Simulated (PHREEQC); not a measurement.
**Brine**

Consider water at 25 °C with 2 mol/kgw Na2CO3, 0.25 mol/kgw Na2SO4 and 0.059 mol/kgw KBr. Closed to the air; pH follows from the charge balance.

The numbers come from PHREEQC with the Pitzer model, pitzer.dat.

Each row changes one thing in this solution. Precipitation was switched off in this run.

```csv
case,pH,ionic strength (mol/kgw)
as made,11.88,6.80
diluted 5-fold with water,…,…
Na2CO3 replaced by NaOH at the same molality,14.20,2.81
Na2SO4 replaced by NaHCO3 at the same molality,10.36,…
Na2CO3 from 2 to 1.8 mol/kgw,11.85,6.20
Na2SO4 left out,11.89,…
```

**Question.** Some entries are withheld; supply them.

**Answer.** 
- diluted 5-fold with water, pH: 11.53
- diluted 5-fold with water, ionic strength (mol/kgw): 1.36
- Na2SO4 replaced by NaHCO3 at the same molality, ionic strength (mol/kgw): 6.31
- Na2SO4 left out, ionic strength (mol/kgw): 6.05

In brines, pH and single-ion activities rest on the MacInnes convention.
